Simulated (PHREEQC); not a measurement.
Alkaline etch or developer (model solution)

Make-up at 15 °C: 23 mmol/kgw NH3. Closed to the air; pH follows from the charge balance.

All values are PHREEQC results (ion-association model, phreeqc.dat), not measurements.

No solid was allowed to form.

**Question.** Estimate the pH, ionic strength, specific conductance.

**Answer.** pH 11.13; ionic strength 0.000626 mol/kgw; specific conductance 130 µS/cm.

**Question.** In which forms is N present?

**Answer.** NH3 97 %, NH4+ 2.7 % of the N.
